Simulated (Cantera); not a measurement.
Input (Python, Cantera) and output of one run.

```python
import numpy as np
import cantera as ct

gas_names = [...]  # 95 gases of nasa_gas.yaml made of C, F, H
cond_names = """
    C(gr) C6H6(L) C7H8(L) C8H18(L),n-octa
""".split()


# ... load() reads the species with a 1 bar reference pressure and builds the phases ...
atoms = {
    'CF4': {'C': 1, 'F': 4},
    'CH4': {'C': 1, 'H': 4},
    'H2': {'H': 2},
}
top_T = {'C(gr)': 4500}  # K; cautious upper limits of use, not melting points


# ... equilibrate(T, P, feed) seeds the gas with the atoms and calls Mixture.equilibrate('TP', solver="vcs", rtol=1e-11, max_steps=5000) ...
results = []
T = 2575  # K
P = 87  # Pa
for m in [0.073, 0.12, 0.19, 0.32, 0.51, 0.84, 1.4, 2.2, 3.6, 5.9]:
    feed = {'CF4': 1, 'CH4': 0.85, 'H2': m}  # mol
    mix = equilibrate(T, P, feed)
    results.append((T, P, feed, dict(zip(mix.species_names, mix.species_moles))))

top = {s: max(r[3][s] / sum(r[3][g] for g in gas_names) for r in results) for s in gas_names}
cols = sorted((s for s in top if top[s] > 1e-06), key=lambda s: -top[s])[:5]
seen = [c for c in cond_names if any(r[3].get(c, 0) > 1e-12 for r in results)]
print("log10 of partial pressures in bar; condensed amounts in mol")
print(f"{'n(H2)':>10s}" + "".join(f"{s[:9]:>10s}" for s in cols + seen))
for T, P, feed, n in results:
    ng = sum(n[g] for g in gas_names)
    print(f"{feed['H2']:10.4g}" + "".join(f"{np.log10(max(n[s] / ng * P / 1e5, 1e-99)):10.3f}" for s in cols)
          + "".join(f"{n.get(c, 0):10.4g}" for c in seen))
```

Output:

```
log10 of partial pressures in bar; condensed amounts in mol
     n(H2)        HF         H        H2         F        CF     C(gr)
     0.073    -3.136    -4.699    -6.477    -3.956    -5.344     1.799
      0.12    -3.129    -4.627    -6.333    -4.020    -5.409     1.803
      0.19    -3.120    -4.512    -6.102    -4.127    -5.516     1.807
      0.32    -3.115    -4.291    -5.661    -4.343    -5.732     1.813
      0.51    -3.129    -4.037    -5.152    -4.611    -6.000     1.814
      0.84    -3.170    -3.803    -4.685    -4.886    -6.275      1.81
       1.4    -3.238    -3.628    -4.335    -5.129    -6.518     1.798
       2.2    -3.321    -3.515    -4.109    -5.324    -6.713     1.778
       3.6    -3.434    -3.425    -3.928    -5.528    -6.917     1.743
       5.9    -3.571    -3.360    -3.800    -5.730    -7.119     1.683
```

These are equilibrium values from Cantera (NASA tables, ideal gas, pure condensed phases), not measurements of a reactor.
